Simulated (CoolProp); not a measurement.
Aqueous magnesium chloride as a coolant, 13 % by mass, freezing at -13.1 °C, 1 atm.

The numbers come from the Melinder's fits for secondary coolants in CoolProp.

| T (°C) | density (kg/m³) | Prandtl number | cp (kJ/(kg K)) | conductivity (W/(m K)) |
|---|---|---|---|---|
| -8.6 | 1118 | ___ | 3.385 | 0.517 |
| -0.3 | ___ | 21.5 | 3.404 | 0.532 |
| 8.1 | ___ | 15.9 | ___ | 0.547 |
| 16.4 | 1111 | 12.1 | 3.440 | 0.562 |
| 24.7 | 1108 | 9.34 | ___ | ___ |
| 33.1 | 1105 | 7.16 | 3.473 | 0.590 |

Task: Fill in the missing entries.

Result: 
- -8.6, Prandtl number: 29.7
- -0.3, density (kg/m³): 1116
- 8.1, density (kg/m³): 1114
- 8.1, cp (kJ/(kg K)): 3.422
- 24.7, cp (kJ/(kg K)): 3.456
- 24.7, conductivity (W/(m K)): 0.576
